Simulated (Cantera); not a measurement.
Input: 1 mol SiO₂, 13 mol CO, at 0.490 bar.

Method: chemical equilibrium by Gibbs-energy minimisation in Cantera with the NASA 1993 tables (ideal gas, pure condensed phases). Candidate condensed phases: C, Si, SiC, SiO₂; 20 gas species. The tables hold silica as quartz up to 1696 K and as liquid above; real silica turns to tridymite and cristobalite and melts near 1996 K. Kinetics and transport are ignored. All values below are at 1425 °C.

Base state: CO 0.999, CO₂ 0.000398, SiO 0.000398 (mole fractions); condensed: SiO₂(condensed).

Question: What changes in the equilibrium state with this change: SiO₂ replaced by PbO?

Answer: 
```json
[
 {"species": "CO", "before": "0.999", "after": "0.857"},
 {"species": "CO₂", "before": "0.000398", "after": "0.0714"},
 {"species": "Pb", "before": "0", "after": "0.0714"},
 {"species": "SiO", "before": "0.000398", "after": "0"},
 {"species": "PbO", "before": "0", "after": "2.46e-5"},
 {"species": "Pb₂", "before": "0", "after": "2.39e-5"},
 {"species": "SiO₂(condensed), mol", "before": "0.995", "after": "0"}
]
```
Further candidate phases: Pb, PbO, PbO₂, Pb₃O₄.
